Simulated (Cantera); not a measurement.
A closed system holds: 1 mol Si, 0.027 mol Br2, 1.4 mol O2, 0.91 mol H2O, at 1.40 bar.

Equilibrium computed with Cantera from the NASA thermochemical tables; the gas is ideal and each condensed phase is pure. Candidate condensed phases: Br2, H2O, Si, SiO2; 28 gas species. The tables hold silica as quartz up to 1696 K and as liquid above; real silica turns to tridymite and cristobalite and melts near 1996 K. Gases not in the tables: Si(OH)4. Kinetics and transport are ignored.

x: gas mole fraction; n: condensed amount in mol.

| T (K) | x H2O | x O2 | x Br | x Br2 | x HBr | n SiO2(β-quartz) |
|---|---|---|---|---|---|---|
| 1123 | 0.677 | 0.300 | 0.00228 | 0.0167 | 0.00462 | 1.00 |
| 1173 | 0.675 | 0.300 | 0.00343 | 0.0154 | 0.00610 | 1.00 |
| 1223 | 0.674 | 0.300 | 0.00491 | 0.0138 | 0.00775 | 1.00 |
| 1273 | 0.672 | 0.300 | 0.00671 | 0.0120 | 0.00947 | 1.00 |
| 1323 | 0.670 | 0.300 | 0.00876 | 0.0101 | 0.0112 | 1.00 |
| 1373 | 0.668 | 0.300 | ? | ? | ? | 1.00 |
| 1423 | 0.667 | 0.300 | 0.0132 | 0.00644 | 0.0139 | 1.00 |
| 1473 | 0.665 | 0.299 | 0.0153 | 0.00489 | 0.0149 | 1.00 |
| 1523 | 0.664 | 0.299 | 0.0172 | 0.00363 | 0.0155 | 1.00 |
| 1573 | 0.663 | 0.299 | 0.0188 | 0.00264 | 0.0157 | 1.00 |
| 1623 | 0.663 | 0.299 | 0.0202 | ? | 0.0158 | 1.00 |
| 1673 | 0.662 | 0.298 | 0.0214 | 0.00137 | 0.0157 | 1.00 |

Task: Fill in the missing entries.

Result: 
- 1373, x Br: 0.0110
- 1373, x Br2: 0.00820
- 1373, x HBr: 0.0127
- 1623, x Br2: 0.00191
